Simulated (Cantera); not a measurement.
Feed: 1 mol Si2Cl6, 0.24 mol HCl, 210 mol N2, at 1202 °C.

Cantera equilibrium calculation (NASA polynomials, part measured and part estimated; ideal gas, pure solids and liquids). Candidate condensed phases: NH4Cl, Si, Si3N4; 28 gas species. The feed counts by its element totals alone. N2 is the only nitrogen source here; it is nearly inert below about 1500 K, so the nitride shown seldom forms there in practice. The numbers say what is thermodynamically allowed, not how fast it happens.

Problem. What share of the Si ends up in condensed phases as a function of P (Pa), at 100, 460, 2100, 9600, 44000, 200000?

Solution. 
```json
[
 {"P (Pa)": "100", "Si condensed (%)": "0.0", "as": "-"},
 {"P (Pa)": "460", "Si condensed (%)": "0.0", "as": "-"},
 {"P (Pa)": "2100", "Si condensed (%)": "0.0", "as": "-"},
 {"P (Pa)": "9600", "Si condensed (%)": "0.0", "as": "-"},
 {"P (Pa)": "44000", "Si condensed (%)": "13.4", "as": "Si3N4(s)"},
 {"P (Pa)": "200000", "Si condensed (%)": "20.2", "as": "Si3N4(s)"}
]
```
